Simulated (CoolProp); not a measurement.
Vapour-liquid equilibrium of n-butane (1) + cis-2-butene (2) at -8.55 °C; x and y are mole fractions of (1).

Computed with CoolProp (multi-fluid Helmholtz-energy mixture model, Bücker 2006 and Lemmon 2005; pair parameters Bell 2016).

| x | bubble pressure (MPa) | y at the bubble point | dew pressure at overall composition x (MPa) | liquid density (mol/L) |
|---|---|---|---|---|
| 0.05 | 0.06288 | 0.065 | 0.06265 | 11.59 |
| 0.15 | 0.06472 | 0.184 | 0.06421 | 11.46 |
| 0.25 | 0.06630 | 0.292 | 0.06570 | 11.33 |
| 0.35 | 0.06769 | 0.394 | 0.06710 | 11.21 |
| 0.45 | 0.06891 | 0.492 | 0.06839 | 11.09 |
| 0.55 | 0.06999 | 0.587 | 0.06958 | 10.98 |
| 0.65 | 0.07097 | 0.680 | 0.07067 | 10.87 |
| 0.75 | 0.07186 | 0.772 | 0.07165 | 10.76 |
| 0.85 | 0.07267 | 0.863 | 0.07256 | 10.65 |
| 0.95 | 0.07344 | 0.955 | 0.07340 | 10.54 |

No azeotrope shows between x = 0.05 and 0.95.

The pair parameters rest on a limited set of measurements; away from them the model extrapolates.
